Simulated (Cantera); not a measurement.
## Premixed flame

A freely propagating, adiabatic, planar premixed flame of 41.4 % H2, 11.5 % O2, 47.1 % N2, equivalence ratio 1.8, unburnt at 350 K and 500000 Pa; mixture-averaged transport, grid criteria slope 0.08 and curve 0.16, no radiation.

Detailed kinetics in Cantera: the H2/O2 subset of GRI-Mech 3.0, which has no nitrogen chemistry. The hydrogen kinetics of GRI-Mech 3.0 are dated; newer H2 mechanisms differ, most at raised pressure. Burning velocities carry a grid error of a few per cent, more on coarse grids.

| z (mm) | T (K) | u (m/s) | x H2 | x O2 | x H2O | x H2O2 | x O | x OH |
|---|---|---|---|---|---|---|---|---|
| -0.140 | 350 | 3.35 | 0.414 | 0.115 | <1e-8 | <1e-8 | <1e-8 | <1e-8 |
| -0.0933 | 350 | 3.35 | 0.414 | 0.115 | 4.21e-8 | <1e-8 | <1e-8 | <1e-8 |
| -0.0700 | 350 | 3.35 | 0.413 | 0.115 | 6.33e-7 | <1e-8 | <1e-8 | <1e-8 |
| -0.0466 | 353 | 3.37 | 0.412 | 0.115 | 1.89e-5 | 2.02e-7 | 4.81e-8 | <1e-8 |
| -0.0233 | 441 | 4.10 | 0.392 | 0.117 | 0.00341 | 4.51e-5 | 5.64e-6 | 3.17e-5 |
| -0.0117 | 782 | 7.01 | 0.351 | 0.108 | 0.0341 | 0.000135 | 0.000170 | 0.000907 |
| 0 | 1197 | 10.5 | 0.293 | 0.0809 | 0.0969 | 4.96e-5 | 0.00103 | 0.00145 |
| 0.0117 | 1490 | 12.9 | 0.239 | 0.0455 | 0.166 | 6.18e-6 | 0.00191 | 0.00254 |
| 0.0233 | 1657 | 14.3 | 0.205 | 0.0205 | 0.212 | 2.24e-6 | 0.00167 | 0.00329 |
| 0.0466 | 1803 | 15.5 | 0.186 | 0.00359 | 0.245 | 9.88e-7 | 0.000789 | 0.00359 |
| 0.0933 | 1908 | 16.3 | 0.188 | 0.000377 | 0.253 | 4.58e-7 | 0.000383 | 0.00324 |
| 0.187 | 1990 | 17.0 | 0.193 | 0.000110 | 0.256 | 2.18e-7 | 0.000177 | 0.00245 |
| 0.373 | 2049 | 17.4 | 0.197 | 4.12e-5 | 0.258 | 9.67e-8 | 6.67e-5 | 0.00161 |
x: mole fraction of selected species; z is measured from the peak of heat release.

* **laminar burning velocity**: 335 cm/s
* **thermal thickness**: 0.0466 mm
* **peak x(H2O2)**: 0.000136
* **peak x(O)**: 0.00194
* **peak x(OH)**: 0.00360
* **grid points**: 112
